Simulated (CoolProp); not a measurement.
A closed Brayton cycle with nitrogen: compressor inlet 323.15 K and 1.8 MPa, high pressure 6.1 MPa, turbine inlet 850 K, compressor efficiency 0.8, turbine efficiency 0.93, recuperator effectiveness 0.8 (on enthalpy, no pinch check). Each further row changes one setting.

Values from CoolProp's reference Helmholtz-energy equation of state, Span 2000.

```json
[
 {"case": "as stated", "thermal efficiency (%)": "25.3", "net work (kJ/kg)": "70.7", "compressor to turbine work": "0.71", "compressor exit (K)": "491.8", "turbine exit (K)": "628.9"},
 {"case": "turbine inlet 800 K", "thermal efficiency (%)": "21.8", "net work (kJ/kg)": "55.8", "compressor to turbine work": "0.76", "compressor exit (K)": "491.8", "turbine exit (K)": "590.2"},
 {"case": "compressor inlet 333.15 K", "thermal efficiency (%)": "23.6", "net work (kJ/kg)": "65.1", "compressor to turbine work": "0.74", "compressor exit (K)": "506.7", "turbine exit (K)": "628.9"},
 {"case": "high pressure 5.18 MPa", "thermal efficiency (%)": "26.6", "net work (kJ/kg)": "69.5", "compressor to turbine work": "0.68", "compressor exit (K)": "465.7", "turbine exit (K)": "655.1"},
 {"case": "recuperator effectiveness 0.5", "thermal efficiency (%)": "21.9", "net work (kJ/kg)": "70.7", "compressor to turbine work": "0.71", "compressor exit (K)": "491.8", "turbine exit (K)": "628.9"}
]
```
